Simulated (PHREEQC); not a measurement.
# Alkaline etch or developer: an equilibrium model

Consider water at 54 °C with 10 mmol/kgw NaOH, 0.85 mmol/kgw NaAlO2 and 28 mmol/kgw (CH3)4NCl. Closed to the air; pH follows from the charge balance.

Computed with PHREEQC (ion-association model, phreeqc.dat).

Each row changes one thing in this solution. Precipitation was switched off in this run.

```
case                                      pH  ionic strength (mol/kgw)  Al(OH)3 (mol/kgw)  SI of Gibbsite (Al(OH)3)  SI of Halite (NaCl)
-------------------------------------  -----  ------------------------  -----------------  ------------------------  -------------------
as made                                11.07                    0.0389            1.70e-9                     -0.91                -5.27
temperature from 54 to 45 °C           11.31                    0.0389            1.25e-9                     -0.79                -5.27
temperature from 54 to 25 °C           11.91                    0.0389           4.57e-10                     -0.51                -5.24
NaOH left out                           7.71                    0.0289            4.00e-6                     +2.46                -6.36
temperature from 54 to 10 °C           12.45                    0.0389           1.52e-10                     -0.28                -5.23
temperature from 54 to 55 °C           11.05                    0.0389            1.76e-9                     -0.92                -5.28
NaAlO2 from 0.00085 to 0.0017 mol/kgw  11.07                    0.0397            3.41e-9                     -0.61                -5.24
```

Complexes and solids missing from the database can't appear. Some of these states are supersaturated (in Gibbsite (slow to form), for instance). (CH3)4N+ isn't in the database: it is added as a free cation with an ion size of 4 Å. Constants without temperature data keep their 25 °C values here.
